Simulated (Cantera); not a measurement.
An isothermal plug-flow reactor at 698 K and 3.60 bar (inlet), inlet velocity 3.2 m/s, active area per volume 8900 1/m; feed 1.86 % H2, 8.22 % O2, 86.6 % N2, 3.29 % H2O, equivalence ratio 0.11.

Computed with Cantera and Deutschmann's 1995 Pt surface mechanism with GRI-Mech 3.0 gas chemistry. Catalytic surfaces can have several steady states; this one follows from the mechanism file's or the stated starting coverage. Mass transfer to the wall is taken as infinitely fast.

One state of this run: x H2 = 0.000622; x O2 = 0.0739; x H2O = 0.0514; θ free Pt = 0.0161; θ O* = 0.973; θ OH* = 0.0107. x: gas mole fraction; θ: surface coverage.

Q: Which value of z (m) does it belong to?
(A) 0.00071
(B) 0.002
(C) 0.0055
(D) 9.1e-05

A: A, 0.00071
